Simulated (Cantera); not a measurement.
Predominance diagram of Ca at 1875 K against the partial pressures of O₂ and Br₂ (log10, bar). Source: NASA polynomial tables (part measured, part estimated), evaluated in Cantera. Candidates: Ca(l), CaBr₂(l), CaO(s). Only these pure phases compete in this equilibrium. Not in the tables: oxide halides.

```
log p(Br₂) \ log p(O₂)
        columns: -22, -20.3, -18.6, -16.9, -15.2, -13.5, -11.8, -10.2, -8.5, -6.8, -5.1, -3.4, -1.7, 0
      0  A A A A A A A A A A A A A A
   -1.1  A A A A A A A A A A A A A B
   -2.2  A A A A A A A A A A A A B B
   -3.3  A A A A A A A A A A A B B B
   -4.4  A A A A A A A A A B B B B B
   -5.5  A A A A A A A A B B B B B B
   -6.6  A A A A A A A B B B B B B B
   -7.7  A A A A A B B B B B B B B B
   -8.8  A A A A B B B B B B B B B B
   -9.9  A A A B B B B B B B B B B B
    -11  A A B B B B B B B B B B B B
```

A: CaBr₂(l); B: CaO(s).
